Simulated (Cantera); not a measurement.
NaCl + HCl + N₂ (halide evaporation, hydrolysis and transport)

Feed: 1 mol NaCl, 0.091 mol HCl, 260 mol N₂, equilibrated at 0.520 Pa.

Equilibrium computed with Cantera from the NASA thermochemical tables; the gas is ideal and each condensed phase is pure. Candidate condensed phases: NH₄Cl, Na, NaCl; 17 gas species. Equilibrium is a limit: real reactors are often held back by kinetics, nucleation or transport.

```
T (K)  log p N₂  log p Cl  log p NaCl  log p Na  log p HCl  log p H  log p H₂
-----  --------  --------  ----------  --------  ---------  -------  --------
898       -5.29    -12.37       -7.70    -14.38      -8.74   -16.30    -12.68
998       -5.29    -11.52       -7.70    -12.82      -8.74   -14.59    -11.84
1098      -5.29    -10.80       -7.70    -11.56      -8.74   -13.20    -11.19
1198      -5.29    -10.17       -7.70    -10.54      -8.75   -12.08    -10.72
1298      -5.29     -9.58       -7.70     -9.74      -8.76   -11.19    -10.44
1398      -5.29     -9.03       -7.72     -9.10      -8.78   -10.48    -10.30
1498      -5.29     -8.55       -7.76     -8.59      -8.81    -9.88    -10.23
1598      -5.29     -8.15       -7.87     -8.19      -8.89    -9.39    -10.23
1698      -5.29     -7.88       -8.12     -7.91      -9.11    -9.02    -10.37
1798      -5.29     -7.73       -8.55     -7.77      -9.54    -8.83    -10.75
1898      -5.29     -7.68       -9.09     -7.72     -10.11    -8.76    -11.32
1998      -5.29     -7.67       -9.64     -7.71     -10.70    -8.75    -11.91
2098      -5.29     -7.67      -10.16     -7.70     -11.25    -8.75    -12.47
2198      -5.29     -7.67      -10.63     -7.70     -11.76    -8.74    -12.98
```
log p: log10 of the partial pressure in bar; nothing condenses.

From 898 K to 2198 K nothing is condensed. The main Na-bearing gas is NaCl at 898 K and Na at 2198 K.
